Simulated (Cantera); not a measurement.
Charge: 1 mol CCl₄, 0.35 mol H₂, held at 19.0 Pa.

Cantera equilibrium calculation (NASA polynomials, part measured and part estimated; ideal gas, pure solids and liquids). Candidate condensed phases: C, C₆H₆, C₇H₈, C₈H₁₈; 103 gas species. Ions and electrons are included (thermal ionisation). Kinetics and transport are ignored. All values below are at 4000 K.

Base state: Cl 0.702, C 0.175, H 0.123, C₂ 0.000156, e- 5.29e-5, C+ 4.98e-5 (mole fractions); condensed: gas only.

**Question.** What changes in the equilibrium state with this change: H₂ from 0.35 to 0.25 mol?

**Answer.** 
| species | before | after |
|---|---|---|
| Cl | 0.702 | 0.727 |
| C | 0.175 | 0.181 |
| H | 0.123 | 0.0909 |
| C₂ | 0.000156 | 0.000167 |
| C+ | 4.98e-5 | 5.07e-5 |
| e- | 5.29e-5 | 5.39e-5 |

**Question.** What changes in the equilibrium state with this change: CCl₄ replaced by CH₂F₂?

**Answer.** 
| species | before | after |
|---|---|---|
| H | 0.123 | 0.473 |
| F | 0 | 0.351 |
| C | 0.175 | 0.175 |
| Cl | 0.702 | 0 |
| HF | 0 | 0.000512 |
| CF | 0 | 9.86e-5 |
| H₂ | 1.13e-6 | 1.68e-5 |
| e- | 5.29e-5 | 5.34e-5 |
